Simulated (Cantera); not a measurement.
Ignition delay

Mixture: CH4 : O2 : N2 = 1 : 1.18 : 4.82 (molar parts), at 1.68 atm, adiabatic and at constant volume. Ignition delay is the time to a rise of 400 K.

Detailed kinetics in Cantera: GRI-Mech 3.0 (53 species, 325 reactions).

```json
[
 {"T0 (K)": "1275", "delay (ms)": "14.1"},
 {"T0 (K)": "1375", "delay (ms)": "4.04"},
 {"T0 (K)": "1475", "delay (ms)": "1.29"},
 {"T0 (K)": "1575", "delay (ms)": "0.460"},
 {"T0 (K)": "1675", "delay (ms)": "0.188"},
 {"T0 (K)": "1775", "delay (ms)": "0.0873"},
 {"T0 (K)": "1875", "delay (ms)": "0.0455"},
 {"T0 (K)": "1975", "delay (ms)": "0.0260"},
 {"T0 (K)": "2075", "delay (ms)": "0.0160"}
]
```

```json
{
  "apparent activation energy between 1875 and 2075 K": "170 kJ/mol"
}
```
